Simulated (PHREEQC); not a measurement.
Synthetic water in mg/L, 30 °C, pH 7.44, pe -0.6:

```
constituent           mg/L
------------------  ------
Na                   0.432
K                    0.025
Ca                  0.0762
Mg                  0.0103
Cl                   0.349
S(6) as SO4          0.521
Alkalinity as HCO3   0.252
Ba                  0.0005
Zn                  0.0187
```

Valence states are taken as typed.

Equilibrium calculation in PHREEQC: ion-association model, phreeqc.dat.

Precipitation was switched off in this run.

Problem. Order these C species by the share of C that they hold, largest first: CO2, HCO3-, CO3-2.

Solution. HCO3- (93 %), CO2 (7.1 %), CO3-2 (0.13 %)

Problem. Order these Zn species by the share of Zn that they hold, largest first: ZnSO4, ZnOH+, Zn+2, Zn(OH)2.

Solution. Zn+2 (95 %), ZnOH+ (4.1 %), Zn(OH)2 (0.88 %), ZnSO4 (0.12 %)

The pH is 7.44 and the ionic strength 3.28e-5 mol/kgw.
